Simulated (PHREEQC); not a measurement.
0.063 g of hydrous ferric oxide (600 m²/g; 0.2 weak and 0.005 strong sites per Fe, Dzombak-Morel constants, diffuse double layer) in 1 kg of water with 0.01 mol/kgw of an inert sodium salt and 1.6e-05 mol/kgw CuCl2, at 25 °C; the pH is set by adding NaOH or the inert anion's acid. Oxygen alone is held at its pressure in air (log pO2 = -0.68). No CO2 enters from the air. Precipitation was switched off in this run.

The numbers come from PHREEQC with the ion-association model, wateq4f.dat.

| pH | Cu sorbed (%) | surface charge σ (C/m²) | surface potential ψ (mV) |
|---|---|---|---|
| 3 | 0.0 | 0.325 | 203 |
| 4 | 0.7 | 0.216 | 185 |
| 5 | (withheld) | (withheld) | 153 |
| 6 | 79.0 | (withheld) | 117 |
| 7 | (withheld) | 0.022 | 72 |
| 8 | 99.1 | (withheld) | (withheld) |
| 9 | 99.0 | (withheld) | -36 |
| 10 | 98.6 | -0.032 | -88 |
| 11 | 97.1 | -0.082 | -133 |

### Question
Fill in the missing entries.

### Answer

- 5, Cu sorbed (%): 17.1
- 5, surface charge σ (C/m²): 0.115
- 6, surface charge σ (C/m²): 0.057
- 7, Cu sorbed (%): 98.8
- 8, surface charge σ (C/m²): 0.004
- 8, surface potential ψ (mV): 18
- 9, surface charge σ (C/m²): -0.009

Species that the database lacks are ignored. The database's constant for dissolved Cu(OH)2 is higher than later reviews accept. The oxide is taken as insoluble; below pH 4 it would dissolve.
